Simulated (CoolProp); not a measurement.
Properties of normal hydrogen along the isotherm -244.65 °C.

Values from CoolProp's reference Helmholtz-energy equation of state, Leachman 2009.

```csv
p (bar),phase,cp (kJ/(kg K)),Joule-Thomson coefficient (K/MPa),isothermal compressibility (1/MPa)
9.97,liquid,17.07,0.07805,0.06273
19.9,liquid,14.32,-0.2633,0.03988
29.9,liquid,12.98,-0.4566,___
39.9,liquid,___,-0.5858,0.02427
49.9,liquid,11.56,-0.6799,0.02054
59.8,liquid,11.13,-0.7517,___
69.8,liquid,10.78,-0.8096,0.01588
79.8,liquid,___,-0.8571,0.01431
89.7,liquid,10.26,-0.8966,0.01305
99.7,liquid,10.05,-0.9306,0.01200
110,liquid,9.865,-0.9607,0.01109
120,liquid,9.707,-0.9863,0.01034
130,liquid,9.565,-1.009,0.009697
```

### Question
Complete the blanks.

### Answer

- 29.9, isothermal compressibility (1/MPa): 0.02995
- 39.9, cp (kJ/(kg K)): 12.15
- 59.8, isothermal compressibility (1/MPa): 0.01789
- 79.8, cp (kJ/(kg K)): 10.49
